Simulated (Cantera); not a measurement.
A perfectly stirred reactor is fed with CH4 : H2 : O2 : N2 = 1 : 1.3 : 3.79 : 32.9 (molar parts), equivalence ratio 0.70, at 240 Torr; it is adiabatic with a 350 K inlet, and is followed from long to short residence time, starting on the burning branch (τ in s: 0.064, 0.031, 0.014, 0.0068, 0.0032, 0.0015, 0.00073, 0.00034, 0.00016, 7.7e-05, 3.7e-05, 1.7e-05).

Detailed kinetics in Cantera: GRI-Mech 3.0 (53 species, 325 reactions).

Q: Predict: blow-out, bracketed by the residence times tried; x(CH4) at τ = 64.0 ms; x(H2) at τ = 64.0 ms; x(O2) at τ = 64.0 ms; x(CH2O) at τ = 64.0 ms; x(CO2) at τ = 64.0 ms; x(CH4) at τ = 0.730 ms; x(H2) at τ = 0.730 ms; x(O2) at τ = 0.730 ms.

A: 
```
Quantity                                                                      Result
------------------------------------------------  ----------------------------------
blow-out, bracketed by the residence times tried  burning at 14.0 ms, out at 6.80 ms
x(CH4) at τ = 64.0 ms                                                       0.000101
x(H2) at τ = 64.0 ms                                                        0.000628
x(O2) at τ = 64.0 ms                                                          0.0307
x(CH2O) at τ = 64.0 ms                                                       5.72e-6
x(CO2) at τ = 64.0 ms                                                         0.0247
x(CH4) at τ = 0.730 ms                                                        0.0256
x(H2) at τ = 0.730 ms                                                         0.0333
x(O2) at τ = 0.730 ms                                                         0.0972
```
